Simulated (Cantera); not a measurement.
A perfectly stirred reactor is fed with NO : N2 = 1 : 20 (molar parts), at 0.168 atm; it is held at 2000 K, and followed from long to short residence time.

Detailed kinetics in Cantera: GRI-Mech 3.0 (53 species, 325 reactions).

Question: What does this change do: 1 parts H2O added?

Answer: 
```json
[
 {"quantity": "x(NO) at τ = 0.400 s", "before": "0.0467", "after": "0.0426"},
 {"quantity": "x(O) at τ = 0.400 s", "before": "5.58e-5", "after": "6.17e-5"},
 {"quantity": "x(N2) at τ = 0.400 s", "before": "0.953", "after": "0.910"},
 {"quantity": "x(N2O) at τ = 0.400 s", "before": "1.02e-6", "after": "6.46e-7"},
 {"quantity": "x(O2) at τ = 0.400 s", "before": "0.000409", "after": "0.00160"},
 {"quantity": "x(NO) at τ = 12.0 ms", "before": "0.0476", "after": "0.0454"},
 {"quantity": "x(O) at τ = 12.0 ms", "before": "9.08e-6", "after": "3.82e-6"},
 {"quantity": "x(N2) at τ = 12.0 ms", "before": "0.952", "after": "0.909"},
 {"quantity": "x(N2O) at τ = 12.0 ms", "before": "8.91e-7", "after": "6.87e-7"},
 {"quantity": "x(O2) at τ = 12.0 ms", "before": "1.51e-6", "after": "5.96e-5"}
]
```

Question: What does this change do: 0.73 parts H2O added?

Answer: 
```json
[
 {"quantity": "x(NO) at τ = 0.400 s", "before": "0.0467", "after": "0.0434"},
 {"quantity": "x(O) at τ = 0.400 s", "before": "5.58e-5", "after": "5.88e-5"},
 {"quantity": "x(N2) at τ = 0.400 s", "before": "0.953", "after": "0.921"},
 {"quantity": "x(N2O) at τ = 0.400 s", "before": "1.02e-6", "after": "6.52e-7"},
 {"quantity": "x(O2) at τ = 0.400 s", "before": "0.000409", "after": "0.00144"},
 {"quantity": "x(NO) at τ = 12.0 ms", "before": "0.0476", "after": "0.0460"},
 {"quantity": "x(O) at τ = 12.0 ms", "before": "9.08e-6", "after": "3.67e-6"},
 {"quantity": "x(N2) at τ = 12.0 ms", "before": "0.952", "after": "0.920"},
 {"quantity": "x(N2O) at τ = 12.0 ms", "before": "8.91e-7", "after": "7.26e-7"},
 {"quantity": "x(O2) at τ = 12.0 ms", "before": "1.51e-6", "after": "4.85e-5"}
]
```
